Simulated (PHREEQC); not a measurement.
A solution holds 0.24 mol MnSO4, 0.000484 mol NaF and 0.066 mol NaCl per kg of water, at 85 °C. It is in equilibrium with CO2 at log p = -2 (atm). Otherwise closed; pH follows from the charge balance.

All values are PHREEQC results (ion-association model, phreeqc.dat), not measurements.

Precipitation was switched off in this run.

### Question
Predict the pH.

### Answer
pH 5.34.

### Question
In which forms is F present?

### Answer
F- 86 %, MnF+ 11 %, NaF 1.1 %, HF 1.1 % of the F.

At this temperature some constants are extrapolated from 25 °C, and those without enthalpy data are left unchanged.
